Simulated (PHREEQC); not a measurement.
Acid mine or pickling water: speciation

Synthetic water in mg/L, 25 °C, pH 2.47, pe 12.6: Na 3.71; K 845; Ca 206; Mg 214; Cl 89.2; S(6) as SO4 2630; N(5) as NO3 58.8.

Valence states are taken as typed.

All values are PHREEQC results (ion-association model, phreeqc.dat), not measurements.

The ionic strength comes out as 0.0680 mol/kgw and the specific conductance is 5630 µS/cm. The density is 1.001 g/cm³ and the total alkalinity is -7.13 meq/kg. The charge-balance error is -1.7 %.

```tsv
species	molality	activity	log γ
K+	0.0207	0.0163	-0.101
SO4-2	0.0176	0.00743	-0.375
Mg+2	0.00499	0.00224	-0.348
H+	0.00403	0.00339	-0.075
MgSO4	0.00384	0.00391	0.007
Ca+2	0.00326	0.00142	-0.361
HSO4-	0.00305	0.00245	-0.095
Cl-	0.00253	0.00200	-0.100
```

This is a speciation only: nothing precipitates in the calculation.
